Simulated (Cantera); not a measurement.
An adiabatic, constant-volume homogeneous reactor starts with 2.42 % C3H8, 20.5 % O2, 77.1 % N2, equivalence ratio 0.59, at 1648 K and 101000 Pa.

Detailed kinetics in Cantera: GRI-Mech 3.0 (53 species, 325 reactions). GRI-Mech 3.0 was tuned for natural gas; its chemistry of propane as a main component is partial and can be far from experiment.

### Question
Predict: time of steepest temperature rise; temperature at 0.200 s; equilibrium temperature; x(O2) at 0.200 s; x(OH) at 0.200 s; x(CO) at 0.200 s.

### Answer
- time of steepest temperature rise: 23.2 µs
- temperature at 0.200 s: 2759 K
- equilibrium temperature: 2759 K
- x(O2) at 0.200 s: 0.0730 (gas-phase equilibrium 0.0730)
- x(OH) at 0.200 s: 0.0177 (gas-phase equilibrium 0.0177)
- x(CO) at 0.200 s: 0.0182 (gas-phase equilibrium 0.0182)
